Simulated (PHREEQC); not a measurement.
A column of 0.5 m (30 cells, dispersivity 0.04 m, 3600 s a shift, diffusion coefficient 3e-10 m²/s) holds 0.022 eq of the database's cation exchanger X per kg of pore water, first in equilibrium with 0.006 mol ZnSO4 and 1e-05 mol HCl per kg of water. It is flushed with 0.03 mol/kgw NaCl, 0.00033 mol/kgw ZnSO4 and 1e-05 mol/kgw HCl, at 25 °C. Values are for the last cell. CO2 from the air is kept out. Precipitation was switched off in this run.

Base run: PHREEQC, ion-association model, phreeqc.dat. Each further column changes one thing. The table gives Na in solution (mol/kgw).

```tsv
pore volumes	base	exchange capacity from 0.022 to 0.011 eq/kgw	dispersivity from 0.04 to 0.08 m
0	0	0	0
0.2833	3.38e-6	6.52e-6	0.000141
0.6833	0.00389	0.00490	0.00681
0.95	0.0114	0.0132	0.0134
1.217	0.0180	0.0200	0.0185
1.617	0.0239	0.0255	0.0233
1.883	0.0258	0.0272	0.0252
2.15	0.0270	0.0281	0.0264
2.417	0.0277	0.0287	0.0272
2.817	0.0283	0.0291	0.0280
3.083	0.0286	0.0293	0.0284
3.35	0.0288	0.0295	0.0286
3.75	0.0291	0.0296	0.0289
4.017	0.0292	0.0297	0.0290
```
